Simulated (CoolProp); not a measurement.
The numbers come from the reference Helmholtz-energy equation of state, Thol 2016 in CoolProp.

Question: For hexamethyldisiloxane (MM), give the phase and the density (kg/m³), speed of sound (m/s), fugacity coefficient at 363.8 K and 1.69 MPa; 363.8 K and 2.9 MPa.

Answer: 
- 363.8 K and 1.69 MPa: liquid; density 691, speed of sound 672, fugacity coefficient 0.0481
- 363.8 K and 2.9 MPa: liquid; density 694, speed of sound 688, fugacity coefficient 0.0308
